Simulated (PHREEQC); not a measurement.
Consider water at 20 °C with 2.4 mmol/kgw FeCl3, 0.054 mmol/kgw CuCl2, 0.51 mmol/kgw HCl and 3.6 mmol/kgw Na2SO4. It is in equilibrium with CO2 at log p = 0 (atm). Otherwise closed; pH follows from the charge balance.

Model: ion-association model, phreeqc.dat, run in PHREEQC.

```csv
quantity,before,after
pH,2.94,2.87
ionic strength (mol/kgw),0.0158,0.0160
SO4-2 (mol/kgw),0.00204,0.00211
FeSO4+ (mol/kgw),0.00128,0.00113
FeOH+2 (mol/kgw),0.000622,0.000793
Fe+3 (mol/kgw),0.000242,0.000154
SI of Goethite (FeOOH),+5.60,+5.70
SI of Halite (NaCl),-5.93,-5.94
```

Task: Which change was made?
A) temperature from 20 to 35 °C
B) diluted 100-fold with water
C) HCl left out
D) FeCl3 from 0.0024 to 0.00216 mol/kgw
E) Na2SO4 from 0.0036 to 0.036 mol/kgw

Result: A, temperature from 20 to 35 °C

This is a speciation only: nothing precipitates in the calculation. Some of these states are supersaturated (in Hematite (slow to form), Goethite (slow to form), for instance).
